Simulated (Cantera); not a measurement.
Cantera run:

```python
import numpy as np
import cantera as ct

gas_names = """
    Fe FeO N NO NO2 NO3 N2 N2O O O2 O3 S SN SO SO2 SO3 S2 S2O S8
""".split()
cond_names = """
    Fe(a) Fe(c) Fe(d) Fe(L) FeO(s) FeO(L) FeS(a) FeS(b) FeS(c) FeS(L) FeSO4(s) FeS2(s) Fe2O3(s)
    Fe2S3O12(s) Fe3O4(s) S(cr1) S(cr2) S(L)
""".split()


def load(file, names, dense=False):
    # The tables refer to 1 bar. Condensed volumes are neglected.
    table = {s.name: s for s in ct.Species.list_from_file(file)}
    out = []
    for n in names:
        d = dict(table[n].input_data)
        d["thermo"] = dict(d["thermo"], **{"reference-pressure": 1e5})
        if dense:
            d["equation-of-state"] = {"model": "constant-volume", "density": "1e6 g/cm^3"}
        out.append(ct.Species.from_dict(d))
    return out


gas = ct.Solution(thermo="ideal-gas", species=load("nasa_gas.yaml", gas_names))
cond = {s.name: ct.Solution(thermo="fixed-stoichiometry", species=[s], name=s.name)
        for s in load("nasa_condensed.yaml", cond_names, dense=True)}
atoms = {
    'FeS2': {'Fe': 1, 'S': 2},
    'O2': {'O': 2},
    'N2': {'N': 2},
    'SO3': {'S': 1, 'O': 3},
}
top_T = {'FeSO4(s)': 950, 'FeS2(s)': 1010, 'Fe2O3(s)': 1830, 'Fe2S3O12(s)': 1100, 'Fe3O4(s)': 1870}  # K; cautious upper limits of use, not melting points


def equilibrate(T, P, feed):
    n = {}
    for name, mol in feed.items():
        for a, k in atoms[name].items():
            n[a] = n.get(a, 0.0) + k * mol
    gas.TPX = T, P, n
    mass = sum(n.values()) * gas.mean_molecular_weight
    gas.equilibrate("TP")
    valid = [c for c in cond.values() if c.min_temp <= T <= top_T.get(c.name, c.max_temp)]
    mix = ct.Mixture([(gas, mass / gas.mean_molecular_weight)] + [(c, 0.0) for c in valid])
    mix.T, mix.P = T, P
    mix.equilibrate("TP", solver="vcs", rtol=1e-11, max_steps=5000)
    return mix


results = []
feed = {'FeS2': 1, 'O2': 0.56, 'N2': 43, 'SO3': 1.7}  # mol
T = 600  # K
P = 1300000  # Pa
mix = equilibrate(T, P, feed)
results.append((T, P, feed, dict(zip(mix.species_names, mix.species_moles))))
print(gas.report(threshold=0.001))
for i in range(1, mix.n_phases):
    print(f"{mix.phase(i).name:16s} {mix.phase_moles(i):12.5e} mol")
```

Output:

```
       temperature   600 K
          pressure   1.3e+06 Pa
           density   7.7514 kg/m^3
  mean mol. weight   29.746 kg/kmol
   phase of matter   gas

                          1 kg             1 kmol
                     ---------------   ---------------
          enthalpy       -1.7274e+05       -5.1383e+06  J
   internal energy       -3.4045e+05       -1.0127e+07  J
           entropy            6578.5        1.9568e+05  J/K
    Gibbs function       -4.1198e+06       -1.2255e+08  J
 heat capacity c_p            1042.2             31002  J/K
 heat capacity c_v            762.71             22687  J/K

                      mass frac. Y      mole frac. X     chem. pot. / RT
                     ---------------   ---------------   ---------------
                N2           0.89654           0.95196           -21.221
               SO2           0.10345          0.048038           -90.838
     [  +17 minor]        5.2015e-06         2.139e-06

Fe(a)             0.00000e+00 mol
FeO(s)            0.00000e+00 mol
FeS(c)            0.00000e+00 mol
FeSO4(s)          4.70056e-01 mol
FeS2(s)           5.29944e-01 mol
Fe2O3(s)          0.00000e+00 mol
Fe2S3O12(s)       0.00000e+00 mol
Fe3O4(s)          0.00000e+00 mol
S(L)              0.00000e+00 mol
```

Method: chemical equilibrium by Gibbs-energy minimisation in Cantera with the NASA 1993 tables (ideal gas, pure condensed phases).
